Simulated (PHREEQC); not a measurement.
Spent oxide etchant: an equilibrium model

Solution (25 °C): 0.0015 mol/kgw NH4HF2, 0.00013 mol/kgw (NH4)2SiF6, 2.3e-05 mol/kgw H3AsO4 and 0.061 mol/kgw HCl. Closed to the air; pH follows from the charge balance.

Model: ion-association model, wateq4f.dat, run in PHREEQC.

```yaml
pH: 1.30
ionic_strength: 0.0611 mol/kgw
total_alkalinity: -63.0 meq/kg
```

| species | molality | activity | log γ |
|---|---|---|---|
| Cl- | 0.0610 | 0.0488 | -0.097 |
| H+ | 0.0593 | 0.0502 | -0.073 |
| HF | 0.00350 | 0.00355 | 0.006 |
| NH4+ | 0.00176 | 0.00143 | -0.092 |
| H4SiO4 | 0.000104 | 0.000106 | 0.006 |
| F- | 5.91e-5 | 4.72e-5 | -0.098 |
| H2F2 | 3.24e-5 | 3.28e-5 | 0.006 |

This is a speciation only: nothing precipitates in the calculation. Complexes and solids missing from the database can't appear. SiF6-2 is the database's only silicon fluoride.
